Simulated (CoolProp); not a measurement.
A single-stage vapour-compression cycle with R134a: evaporating at 209.15 K (dew point), condensing at 229.15 K (bubble point), superheat 2 K, subcooling 2 K, compressor efficiency 0.9, no pressure losses. Each further row changes one setting.

Computed with CoolProp (reference Helmholtz-energy equation of state, Tillner-Roth 1994).

```tsv
case	cooling COP	pressure ratio	discharge temperature (K)	refrigerating effect (kJ/kg)	volumetric capacity (kJ/m³)
as stated	8.85	3.39	247.2	220	157
evaporating temperature 214.15 K	12.3	2.44	242.6	223	217
condensing temperature 224.15 K	12.0	2.56	238.7	226	161
subcooling 7 K	9.10	3.39	247.2	226	161
superheat 12 K	8.71	3.39	257.8	226	154
compressor efficiency 0.8	7.86	3.39	251.3	220	157
```
